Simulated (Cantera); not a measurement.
Charge: 1 mol trisilylamine, 18 mol N₂, 5.7 mol H₂, equilibrated at 1123 K and 2.60 mbar.

Equilibrium computed with Cantera from the NASA thermochemical tables; the gas is ideal and each condensed phase is pure. Candidate condensed phases: Si, Si₃N₄; 18 gas species. The feed counts by its element totals alone. The numbers say what is thermodynamically allowed, not how fast it happens.

Base state: N₂ 0.618, H₂ 0.382 (mole fractions); condensed: Si₃N₄(s).

What changes in the equilibrium state with this change: temperature from 1123 K to 1698.15 K?


```
species         before     after
-------------  -------  --------
N₂               0.618     0.617
H₂               0.382     0.381
H              5.16e-7   0.00175
Si               <1e-9  0.000243
SiH              <1e-9   1.19e-5
Si₂N             <1e-9   1.03e-5
Si₃N₄(s), mol     1.00     0.997
```
